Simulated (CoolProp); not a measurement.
A single-stage vapour-compression cycle with hydrogen sulfide: evaporating at 208.15 K (dew point), condensing at 232.15 K (bubble point), superheat 0 K, subcooling 8 K, compressor efficiency 0.9, no pressure losses. Each further row changes one setting.

The numbers come from the reference Helmholtz-energy equation of state, Lemmon 2006 in CoolProp. It is a short technical equation, of lower accuracy than the large ones.

```csv
case,cooling COP,pressure ratio,discharge temperature (K),refrigerating effect (kJ/kg),volumetric capacity (kJ/m³)
as stated,7.20,3.10,282.9,520,828
evaporating temperature 213.15 K,9.54,2.39,270.2,524,1060
condensing temperature 227.15 K,9.29,2.51,267.2,530,844
subcooling 13 K,7.34,3.10,282.9,530,844
superheat 10 K,6.98,3.10,296.3,530,803
compressor efficiency 0.8,6.40,3.10,291.6,520,828
```
